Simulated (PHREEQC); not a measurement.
Solution (90 °C): 0.17 mol HCl, 8.3e-05 mol Li2SO4 and 0.079 mol MgSO4 per kg of water. Closed to the air; pH follows from the charge balance.

The numbers come from PHREEQC with the ion-association model, wateq4f.dat.

No solid was allowed to form.

Task: Order these S species by the share of S that they hold, largest first: HSO4-, MgSO4, SO4-2.

Result: HSO4- (77 %), MgSO4 (17 %), SO4-2 (5.6 %)

The pH is 1.08 and the ionic strength 0.309 mol/kgw. Constants without temperature data keep their 25 °C values here.
